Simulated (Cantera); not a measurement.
A perfectly stirred reactor is fed with CH₄ : CO₂ : H₂ = 1 : 3.1 : 1.2 (molar parts), at 2.90 bar; it is held at 1275 K, and followed from long to short residence time.

Computed with Cantera and GRI-Mech 3.0 (53 species, 325 reactions).

What does this change do: temperature 1275 to 1400 K?


| quantity | before | after |
|---|---|---|
| x(CH₄) at τ = 1.50 s | 0.187 | 0.145 |
| x(CO₂) at τ = 1.50 s | 0.567 | 0.429 |
| x(H₂) at τ = 1.50 s | 0.210 | 0.134 |
| x(OH) at τ = 1.50 s | 5.28e-10 | 1.82e-8 |
| x(CO) at τ = 1.50 s | 0.0177 | 0.138 |
| x(CH₄) at τ = 69.0 ms | 0.189 | 0.186 |
| x(CO₂) at τ = 69.0 ms | 0.584 | 0.572 |
| x(H₂) at τ = 69.0 ms | 0.226 | 0.216 |
| x(OH) at τ = 69.0 ms | 3.66e-10 | 6.07e-9 |
| x(CO) at τ = 69.0 ms | 0.000769 | 0.0125 |

What does this change do: temperature 1275 to 1525 K?


```csv
quantity,before,after
x(CH₄) at τ = 1.50 s,0.187,0.0518
x(CO₂) at τ = 1.50 s,0.567,0.237
x(H₂) at τ = 1.50 s,0.210,0.143
x(OH) at τ = 1.50 s,5.28e-10,2.40e-7
x(CO) at τ = 1.50 s,0.0177,0.300
x(CH₄) at τ = 69.0 ms,0.189,0.153
x(CO₂) at τ = 69.0 ms,0.584,0.478
x(H₂) at τ = 69.0 ms,0.226,0.173
x(OH) at τ = 69.0 ms,3.66e-10,1.04e-7
x(CO) at τ = 69.0 ms,0.000769,0.0911
```
